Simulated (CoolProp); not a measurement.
Vapour-liquid equilibrium of carbon dioxide (1) + ethane (2) at 2.41 MPa; x and y are mole fractions of (1).

Values from CoolProp's multi-fluid Helmholtz-energy mixture model, Span 1996 and Bücker 2006; pair parameters Kunz 2012.

Q: Give the bubble temperature and the first vapour's composition at x = 0.65, 0.8, 0.95. Is there an azeotrope?

A: x = 0.65: 254.6 K, y = 0.661; x = 0.8: 255.1 K, y = 0.757; x = 0.95: 257.9 K, y = 0.913. y crosses x between x = 0.65 and 0.8: the model has an azeotrope there.

Pair parameters are fitted to limited data, so mixtures are less certain than the pure fluids.
